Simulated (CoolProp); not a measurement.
A Linde-Hampson liquefier for oxygen: isothermal reversible compression at 230 K from 1 atm to 20 MPa, throttling to 1 atm, return gas leaving the recuperator 10 K below the feed. Each further row changes one setting.

Computed with CoolProp (reference Helmholtz-energy equation of state, Schmidt 1985).

```csv
case,liquid yield per pass,compression work (kJ/kg of gas)
as stated,?,297
high pressure 40 MPa,?,?
warm-end temperature 260 K,?,?
warm-end gap 15 K,?,297
```

Problem. What belongs in the gaps?

Solution. 
- as stated, liquid yield per pass: 0.205
- high pressure 40 MPa, liquid yield per pass: 0.270
- high pressure 40 MPa, compression work (kJ/kg of gas): 332
- warm-end temperature 260 K, liquid yield per pass: 0.137
- warm-end temperature 260 K, compression work (kJ/kg of gas): 344
- warm-end gap 15 K, liquid yield per pass: 0.194
